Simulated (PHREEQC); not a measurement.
Consider water at 25 °C with 0.084 mol/kgw HF, 0.0011 mol/kgw NH4F and 0.00025 mol/kgw H4SiO4. It is in equilibrium with CO2 at log p = -3.4 (atm). Otherwise closed; pH follows from the charge balance.

Computed with PHREEQC (ion-association model, phreeqc.dat).

This is a speciation only: nothing precipitates in the calculation.

Question: Predict the pH, ionic strength.

Answer: pH 2.12; ionic strength 0.00974 mol/kgw.

Question: In which forms is F present?

Answer: HF 85 %, F- 8.3 %, HF2- 4.6 %, SiF6-2 1.8 % of the F.

Complexes and solids missing from the database can't appear. SiF6-2 is the database's only silicon fluoride.
